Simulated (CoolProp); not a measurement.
Vapour-liquid equilibrium of nitrogen (1) + carbon monoxide (2) at 1.57 bar; x and y are mole fractions of (1).

The numbers come from the multi-fluid Helmholtz-energy mixture model, Span 2000 and Lemmon 2006; pair parameters Gernert 2013 in CoolProp.

```tsv
x	bubble temperature, mixture model (K)	bubble temperature, Raoult's law (K)	y, mixture model	y, Raoult's law
0.05	85.4	85.4	___	0.076
0.15	84.8	84.9	___	0.217
0.25	84.2	84.4	0.350	0.344
0.35	83.7	83.9	0.463	0.460
0.45	83.2	83.5	___	0.565
0.55	82.8	83.0	0.655	0.660
0.65	82.4	82.6	___	0.748
0.75	82.0	82.2	0.817	0.828
0.85	81.7	81.8	0.891	0.901
0.95	___	81.5	0.964	0.968
```

**Question.** Complete the blanks.

**Answer.** 
- 0.05, y, mixture model: 0.078
- 0.15, y, mixture model: 0.222
- 0.45, y, mixture model: 0.564
- 0.65, y, mixture model: 0.739
- 0.95, bubble temperature, mixture model (K): 81.4

The largest gap from Raoult's law is -0.3 K in bubble temperature, at x = 0.45. No azeotrope shows between x = 0.05 and 0.95.

Pair parameters are fitted to limited data, so mixtures are less certain than the pure fluids.
